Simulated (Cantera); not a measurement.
Carbon deposition, reforming and gasification: toluene + H2O

Input: 1 mol toluene, 1.8 mol H2O, at 975 °C and 260 Pa.

These are equilibrium values from Cantera (NASA tables, ideal gas, pure condensed phases), not measurements of a reactor. Candidate condensed phases: C, C6H6, C7H8, C8H18, H2O; 110 gas species. Rates play no part.

The x(H2) is 0.763, the x(CO) is 0.237 and the x(CH4) is 1.69e-5. The x(H) comes out as 8.00e-6. The x(H2O) is 7.23e-6. The x(CO2) is 1.44e-6. The n(C(graphite)) comes out as 5.20 mol and the gas amount is 7.600 mol.
